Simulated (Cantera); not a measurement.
An adiabatic, constant-volume homogeneous reactor starts with 2.66 % CH4, 0.101 % H2, 8.80 % O2, 88.0 % N2, 0.478 % C2H6, equivalence ratio 0.80, at 1450 K and 1.01 bar.

Model: GRI-Mech 3.0 (53 species, 325 reactions), integrated in Cantera.

x: mole fraction; the columns are a selection and need not sum to one.

```csv
t (s),T (K),P (bar),x CH4,x H2,x O2,x C2H4,x HCN,x H2O,x HCO
3.00e-6,1450,1.01,0.0266,0.00101,0.0880,2.63e-8,<1e-12,2.56e-8,<1e-12
1.14e-5,1450,1.01,0.0266,0.00101,0.0880,7.74e-7,<1e-12,7.29e-7,6.67e-12
4.34e-5,1449,1.01,0.0266,0.00102,0.0879,2.03e-5,<1e-12,1.95e-5,5.25e-10
0.000165,1451,1.01,0.0258,…,0.0873,…,1.04e-11,…,…
0.000628,2180,1.55,<1e-12,0.00437,0.0220,<1e-12,2.97e-12,0.0580,1.00e-8
0.00239,2351,1.65,<1e-12,0.00111,0.0183,<1e-12,2.67e-12,0.0651,3.30e-10
0.00909,2352,1.65,<1e-12,0.00106,0.0179,<1e-12,3.11e-12,0.0652,2.93e-10
0.0346,2347,1.65,<1e-12,0.00106,0.0169,<1e-12,4.28e-12,0.0653,2.88e-10
0.131,2343,1.65,<1e-12,0.00107,0.0161,<1e-12,5.24e-12,0.0653,2.83e-10
0.500,2342,1.65,<1e-12,0.00107,0.0160,<1e-12,5.31e-12,0.0653,2.83e-10
```

**Question.** Some entries are withheld; supply them.

**Answer.** 
- 0.000165, x H2: 0.00148
- 0.000165, x C2H4: 0.000604
- 0.000165, x H2O: 0.000764
- 0.000165, x HCO: 1.22e-7
